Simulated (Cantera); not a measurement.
Input: 1 mol HgO, 5.4 mol N2, 0.039 mol H2, held at 550 K and 0.133 bar.

These are equilibrium values from Cantera (NASA tables, ideal gas, pure condensed phases), not measurements of a reactor. Candidate condensed phases: H2O, Hg, HgO; 25 gas species. The numbers say what is thermodynamically allowed, not how fast it happens.

Base state: N2 0.946, Hg 0.0339, O2 0.0135, H2O 0.00683 (mole fractions); condensed: HgO(s).

Question: What changes in the equilibrium state with this change: pressure from 0.133 bar to 1.30 bar?

Answer: 
```csv
species,before,after
N2,0.946,0.985
Hg,0.0339,0.00768
H2O,0.00683,0.00711
O2,0.0135,0.000284
"HgO(s), mol",0.806,0.958
```
